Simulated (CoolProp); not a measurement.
R1233zd(E) along the isobar 0.101 MPa: Z from the reference equation and from simpler models built on Tc = 165.7 °C, pc = 3.583 MPa, ω = 0.304; each cubic takes its own stable root.

Model: reference Helmholtz-energy equation of state, Akasaka 2022, in CoolProp.

| T (°C) | phase | reference |
|---|---|---|
| 18.95 | gas | 0.9592 |
| 26.85 | gas | 0.9628 |
| 34.65 | gas | 0.9660 |
| 42.45 | gas | 0.9688 |
| 50.35 | gas | 0.9714 |
| 58.15 | gas | 0.9736 |
| 65.95 | gas | 0.9756 |
| 73.85 | gas | 0.9775 |
| 81.65 | gas | 0.9791 |
| 89.55 | gas | 0.9806 |
| 97.35 | gas | 0.9820 |
| 105.15 | gas | 0.9832 |
| 113.05 | gas | 0.9844 |
| 120.85 | gas | 0.9854 |

### Question
How far does each simpler model (Redlich-Kwong, Soave-Redlich-Kwong) lie from the reference over these 14 states: mean and median of the absolute difference, and the worst?

### Answer
- Redlich-Kwong: mean 0.5 %, median 0.4 %, worst +1.1 % at 18.95 °C and 0.101 MPa
- Soave-Redlich-Kwong: mean 0.3 %, median 0.2 %, worst +0.6 % at 18.95 °C and 0.101 MPa
